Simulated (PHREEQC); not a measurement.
A PHREEQC speciation (ion-association model, phreeqc.dat) at 25 °C gives pH 2.15 and these molalities:

```
species   mol/kgw
-------  --------
H+        0.00789
SO4-2     0.00447
HSO4-     0.00211
Cu+2      0.00157
CuSO4    0.000528
```

Q: What are the element totals, and what could have been dissolved in 1 kg of water to give them?

A: One answer among several that fit: totals Cu(2) 0.00210, S(6) 0.00710 mol/kgw, from 0.0021 mol/kgw CuSO4 and 0.005 mol/kgw H2SO4.

This is a speciation only: nothing precipitates in the calculation. Species that the database lacks are ignored.
